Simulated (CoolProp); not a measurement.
Vapour pressure (MPa) of acetone: the reference equation beside estimates from Tc = 235.0 °C, pc = 4.692 MPa, ω = 0.307. Clausius-Clapeyron is anchored at 138.75 °C with a constant enthalpy of vaporisation of 22.76 kJ/mol.

Model: reference Helmholtz-energy equation of state, Lemmon 2006, in CoolProp. It is a short technical equation, of lower accuracy than the large ones.

```
T (°C)  reference  Lee-Kesler  Clausius-Clapeyron  Redlich-Kwong
------  ---------  ----------  ------------------  -------------
101.65     0.3883      0.3910              0.4715         0.6289
110.95     0.4889      0.4936              0.5627         0.7604
120.25     0.6083      0.6152              0.6660         0.9102
129.55     0.7486      0.7579              0.7821          1.079
138.75     0.9103      0.9219              0.9103          1.267
148.05      1.099       1.113               1.054          1.478
157.35      1.316       1.332               1.213          1.712
166.65      1.565       1.582               1.388          1.970
175.95      1.847       1.865               1.579          2.253
185.25      2.166       2.185               1.786          2.562
194.55      2.526       2.545               2.012          2.898
203.85      2.931       2.949               2.255          3.262
```

Absolute difference from the reference over all 12 rows, mean and median: Lee-Kesler 1.0 and 1.0 %, Clausius-Clapeyron 12.4 and 12.9 %, Redlich-Kwong 33.9 and 32.3 %.
